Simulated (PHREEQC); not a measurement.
**Brine: an equilibrium model**

A solution holds 2.4 mol LiCl and 0.11 mol CaCl2 per kg of water, at 25 °C. Closed to the air; pH follows from the charge balance.

All values are PHREEQC results (Pitzer model, pitzer.dat), not measurements.

```json
{
 "ionic_strength": "2.73 mol/kgw",
 "activity_of_water": "0.893",
 "density": "1.059 g/cm³",
 "osmotic_coefficient": "1.224"
}
```

```csv
species,molality,activity,log γ
Cl-,2.62,1.49,-0.245
Li+,2.40,4.62,0.285
Ca+2,0.110,0.0805,-0.135
H+,1.58e-7,3.47e-7,0.343
OH-,1.58e-7,2.61e-8,-0.782
```

Precipitation was switched off in this run.
